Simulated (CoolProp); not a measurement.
Saturation properties of CHF3 (R23) (Tc = 299.3 K, pc = 4.832 MPa, ω = 0.263).

The numbers come from the reference Helmholtz-energy equation of state, Penoncello 2003 in CoolProp.

| T (K) | p (MPa) | vapour Z | liquid conductivity (mW/(m K)) |
|---|---|---|---|
| 155.6 | 0.007427 | 0.9916 | 176 |
| 162 | [?] | 0.9882 | 167 |
| 168.3 | [?] | 0.9837 | 159 |
| 174.7 | 0.03529 | 0.9781 | 151 |
| 181.1 | 0.05465 | 0.9712 | 144 |
| 187.4 | 0.08125 | [?] | [?] |
| 193.8 | 0.1179 | 0.9530 | 133 |
| 200.1 | 0.1657 | [?] | 127 |
| 206.5 | 0.2285 | [?] | 123 |
| 212.9 | 0.3084 | 0.9131 | 118 |
| 219.2 | 0.4064 | [?] | 113 |
| 225.6 | 0.5286 | 0.8770 | 109 |
| 231.9 | 0.6743 | 0.8558 | 105 |

**Question.** Complete the blanks.

**Answer.** 
- 162, p (MPa): 0.01314
- 168.3, p (MPa): 0.02192
- 187.4, vapour Z: 0.9630
- 187.4, liquid conductivity (mW/(m K)): 138
- 200.1, vapour Z: 0.9417
- 206.5, vapour Z: 0.9283
- 219.2, vapour Z: 0.8962

It boils at 191.1 K under 1 atm.

Thermal conductivity comes from a separate model (Shan 2000).
